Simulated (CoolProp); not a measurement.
A simple Rankine cycle with c-C4F8 (RC318): condensing at 288.15 K, boiler at 0.939 MPa, turbine inlet 342.7 K, turbine efficiency 0.75, pump efficiency 0.8, no recuperator. Each further row changes one setting.

Model: reference Helmholtz-energy equation of state, Platzer 1990, in CoolProp. This equation is an older, rougher fit; its heat capacities, sound speeds and derivatives of the liquid may be far off and weren't checked against measurements.

```csv
case,thermal efficiency (%),net work (kJ/kg),heat in (kJ/kg),turbine exit temperature (K),volume ratio over the turbine
as stated,8.5,12.3,145,317.5,4.65
turbine inlet 362.7 K,8.2,13.5,164,338.8,4.47
condensing temperature 280.15 K,9.7,14.9,153,313.6,6.20
boiler pressure 0.657 MPa,6.6,9.79,149,325.4,3.06
turbine efficiency 0.65,7.3,10.6,145,319.6,4.69
```
